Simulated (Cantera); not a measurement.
A closed system holds: 1 mol Ti(OiPr)4, 6.4 mol CH4, 15 mol O2, held at 0.800 bar.

These are equilibrium values from Cantera (NASA tables, ideal gas, pure condensed phases), not measurements of a reactor. Candidate condensed phases: C, C6H6, C7H8, C8H18, H2O, Ti, TiC, TiO, TiO2, Ti2O3, Ti3O5, Ti4O7; 113 gas species. The feed counts by its element totals alone. Gases not in the tables: TiO(OH)2. Equilibrium is a limit: real reactors are often held back by kinetics, nucleation or transport. All values below are at 1750 K.

Base state: H2 0.355, CO 0.344, H2O 0.237, CO2 0.0634, H 0.000155 (mole fractions); condensed: TiO2(rutile).

### Question
What changes in the equilibrium state with this change: CH4 from 6.4 to 4.3 mol?

### Answer
| species | before | after |
|---|---|---|
| CO | 0.344 | 0.321 |
| H2O | 0.237 | 0.305 |
| H2 | 0.355 | 0.276 |
| CO2 | 0.0634 | 0.0982 |
| H | 0.000155 | 0.000136 |
| TiO2(rutile), mol | 1.00 | 1.00 |
